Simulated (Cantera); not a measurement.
# Transport properties of process gases

Gas mixture: 100 % NO, at 0.0630 bar, frozen composition.

Cantera's kinetic-theory transport with the Lennard-Jones parameters of GRI-Mech 3.0, ideal gas; thermal conductivity in the multicomponent form. The composition is frozen, though it would react at the higher temperatures.

```tsv
T (K)	ρ (kg/m³)	cp (J/kg/K)	μ (µPa s)	λ (mW/m/K)	Pr	D (cm²/s) NH₃	D (cm²/s) OH	D (cm²/s) H₂
400	0.0568	998.6	23.1	32.5	0.711	6.07	8.31	20.4
550	0.0413	1028	28.9	41.9	0.709	10.9	14.3	34.7
700	0.0325	1067	34.0	51.2	0.708	16.8	21.4	51.9
850	0.0267	1104	38.6	60.2	0.708	23.6	29.7	71.7
1000	0.0227	1133	42.9	68.8	0.707	31.2	38.9	93.9
1150	0.0198	1153	47.0	76.7	0.707	39.6	49.1	118
1300	0.0175	1171	50.9	84.4	0.707	48.8	60.1	145
1450	0.0157	1186	54.7	91.8	0.707	58.7	72.1	174
```
D: mixture-averaged diffusion coefficient of that species in the mixture.
